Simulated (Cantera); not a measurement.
An isothermal, constant-pressure homogeneous reactor starts with C2H6 : N2 = 1 : 24 (molar parts), at 1823 K and 1.70 bar.

Computed with Cantera and GRI-Mech 3.0 (53 species, 325 reactions). GRI-Mech 3.0 stops at C3 and has no aromatics, soot or wall deposition, so with more carbon than oxygen in the feed, carbon stays in small species such as C2H2 where larger ones or solid carbon would form.

### Question
Predict: x(C2H6) at 10.0 s; x(CH3) at 10.0 s; x(HCN) at 10.0 s; x(CH4) at 10.0 s; x(C2H2) at 10.0 s; x(H2) at 10.0 s; x(CH2) at 10.0 s.

### Answer
| Item | Result |
|---|---|
| x(C2H6) at 10.0 s | 1.30e-8 (gas-phase equilibrium 3.29e-9) |
| x(CH3) at 10.0 s | 7.83e-6 (gas-phase equilibrium 3.94e-6) |
| x(HCN) at 10.0 s | 8.91e-5 (gas-phase equilibrium 0.0555) |
| x(CH4) at 10.0 s | 0.000315 (gas-phase equilibrium 0.000159) |
| x(C2H2) at 10.0 s | 0.0368 (gas-phase equilibrium 0.00918) |
| x(H2) at 10.0 s | 0.0735 (gas-phase equilibrium 0.0738) |
| x(CH2) at 10.0 s | 1.11e-8 (gas-phase equilibrium 5.57e-9) |
